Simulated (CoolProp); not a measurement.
Values from CoolProp's reference Helmholtz-energy equation of state, Lemmon 2003. It is a pseudo-pure fit of the blend.

Problem. For R404A, give the phase and the cv (kJ/(kg K)), viscosity (µPa s), conductivity (mW/(m K)) at 384.2 K and 7.45 bar; 417.3 K and 7.45 bar; 466.9 K and 7.45 bar.

Solution. 
- 384.2 K and 7.45 bar: gas; cv 0.939, viscosity 15.7, conductivity 20.4
- 417.3 K and 7.45 bar: gas; cv 0.985, viscosity 17.0, conductivity 22.8
- 466.9 K and 7.45 bar: gas; cv 1.05, viscosity 18.9, conductivity 26.4

Viscosity comes from a separate model (Geller 2000). Thermal conductivity comes from a separate model (Geller 2001).
